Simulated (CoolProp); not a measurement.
Properties of propylene along the isobar 48.6 bar.

Model: reference Helmholtz-energy equation of state, Lemmon 2013, in CoolProp.

| T (K) | phase | density (kg/m³) | cv (kJ/(kg K)) | conductivity (mW/(m K)) | fugacity coefficient |
|---|---|---|---|---|---|
| 179.9 | liquid | 667.3 | [?] | 165 | [?] |
| 198.1 | liquid | 647.0 | 1.342 | 159 | 0.005869 |
| 216.3 | liquid | [?] | 1.359 | 152 | 0.01566 |
| 234.6 | liquid | 604.4 | 1.387 | [?] | 0.03496 |
| 252.8 | liquid | 581.8 | 1.424 | 136 | [?] |
| 271 | liquid | 557.7 | 1.468 | 128 | [?] |
| 289.2 | liquid | [?] | 1.518 | 120 | 0.1847 |
| 307.4 | liquid | 502.5 | [?] | 111 | 0.2716 |

Task: Some entries are withheld; supply them.

Result: 
- 179.9, cv (kJ/(kg K)): 1.339
- 179.9, fugacity coefficient: 0.001728
- 216.3, density (kg/m³): 626.1
- 234.6, conductivity (mW/(m K)): 144
- 252.8, fugacity coefficient: 0.06753
- 271, fugacity coefficient: 0.1168
- 289.2, density (kg/m³): 531.6
- 307.4, cv (kJ/(kg K)): 1.574

Thermal conductivity comes from a separate model (Huber 2003), an estimate that may be off by 10 % or more.
